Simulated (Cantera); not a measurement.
A freely propagating, adiabatic, planar premixed flame of H2 : O2 : N2 = 1 : 0.769 : 2.89 (molar parts), unburnt at 500 K and 3750 Torr; mixture-averaged transport, grid criteria slope 0.08 and curve 0.16, no radiation.

Cantera simulation using the H2/O2 subset of GRI-Mech 3.0, which has no nitrogen chemistry; the numbers are that mechanism's predictions, not measurements. The hydrogen kinetics of GRI-Mech 3.0 are dated; newer H2 mechanisms differ, most at raised pressure. Burning velocities carry a grid error of a few per cent, more on coarse grids. Lean hydrogen flames are cellular in practice and burn faster than this planar one.

**Question.** How do the results move with these cheaper or finer settings: unity-Lewis-number transport; multicomponent transport; multicomponent+Soret transport; grid criteria slope 0.5, curve 1; grid criteria slope 0.25, curve 0.5; grid criteria slope 0.03, curve 0.06?

**Answer.** 
| setting | laminar burning velocity | thermal thickness | peak x(HO2) | peak x(O) | grid points |
|---|---|---|---|---|---|
| as above | 182 cm/s | 0.0622 mm | 0.000818 | 0.00455 | 108 |
| unity-Lewis-number transport | 243 cm/s | 0.0452 mm | 0.000683 | 0.00749 | 106 |
| multicomponent transport | 184 cm/s | 0.0612 mm | 0.000822 | 0.00459 | 108 |
| multicomponent+Soret transport | 165 cm/s | 0.0629 mm | 0.000783 | 0.00431 | 108 |
| grid criteria slope 0.5, curve 1 | 231 cm/s | 0.0747 mm | 0.000757 | 0.00472 | 32 |
| grid criteria slope 0.25, curve 0.5 | 191 cm/s | 0.0657 mm | 0.000787 | 0.00457 | 50 |
| grid criteria slope 0.03, curve 0.06 | 184 cm/s | 0.0607 mm | 0.000830 | 0.00465 | 251 |
Unity Lewis numbers drop preferential diffusion, which matters most where H2 and H carry the flame; Soret adds thermal diffusion.
